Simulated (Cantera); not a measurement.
An adiabatic, constant-pressure homogeneous reactor starts with CH₄ : O₂ : N₂ = 1 : 1.11 : 4.18 (molar parts), at 1400 K and 2850 Torr.

Computed with Cantera and GRI-Mech 3.0 (53 species, 325 reactions).

Task: Predict: time of steepest temperature rise; temperature at 0.800 s; equilibrium temperature; x(O₂) at 0.800 s; x(H) at 0.800 s; x(NO₂) at 0.800 s.

Result: 
```
Quantity                                                            Result
---------------------------------  ---------------------------------------
time of steepest temperature rise                                  1.63 ms
temperature at 0.800 s                                              2558 K
equilibrium temperature                                             2558 K
x(O₂) at 0.800 s                   2.16e-5 (gas-phase equilibrium 2.16e-5)
x(H) at 0.800 s                    0.00596 (gas-phase equilibrium 0.00596)
x(NO₂) at 0.800 s                  3.66e-9 (gas-phase equilibrium 3.66e-9)
```
